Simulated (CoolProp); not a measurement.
n-nonane along the isotherm 398 K: fugacity coefficient from the reference equation and from simpler models built on Tc = 594.5 K, pc = 22.82 bar, ω = 0.443; each cubic takes its own stable root.

Computed with CoolProp (reference Helmholtz-energy equation of state, Lemmon 2006). It is a short technical equation, of lower accuracy than the large ones.

```tsv
p (bar)	phase	reference
0.361	gas	0.9751
0.53	liquid	0.8814
0.777	liquid	0.6021
1.14	liquid	0.4113
1.67	liquid	0.2817
2.46	liquid	0.1921
3.61	liquid	0.1319
5.3	liquid	0.09075
7.77	liquid	0.06285
11.4	liquid	0.04380
16.7	liquid	0.03088
24.6	liquid	0.02200
36.1	liquid	0.01608
53	liquid	0.01213
77.7	liquid	0.009605
114	liquid	0.008138
```

Task: How far does each simpler model (van der Waals, Redlich-Kwong, Soave-Redlich-Kwong, Peng-Robinson) lie from the reference over these 16 states: mean and median of the absolute difference, and the worst?

Result: 
- van der Waals: mean 480.1 %, median 580.3 %, worst +1000.8 % at 398 K and 114 bar
- Redlich-Kwong: mean 148.9 %, median 172.6 %, worst +214.5 % at 398 K and 114 bar
- Soave-Redlich-Kwong: mean 2.5 %, median 0.8 %, worst +11.9 % at 398 K and 114 bar
- Peng-Robinson: mean 1.7 %, median 1.4 %, worst +3.5 % at 398 K and 114 bar

At some of these states van der Waals, Redlich-Kwong gives the other phase, because its saturation line lies elsewhere.
